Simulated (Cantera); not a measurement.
Ignition delay

Mixture: 9.34 % CH4, 0.486 % CO, 19.0 % O2, 71.2 % N2, equivalence ratio 1.00, at 7500 Torr, adiabatic and at constant volume. Ignition delay is the time to a rise of 400 K.

Model: GRI-Mech 3.0 (53 species, 325 reactions), integrated in Cantera.

```csv
T0 (K),delay (ms)
1150,9.37
1200,4.85
1250,2.60
1300,1.44
1350,0.824
1400,0.482
1450,0.289
```

```json
{
 "apparent activation energy between 1350 and 1450 K": "170 kJ/mol"
}
```
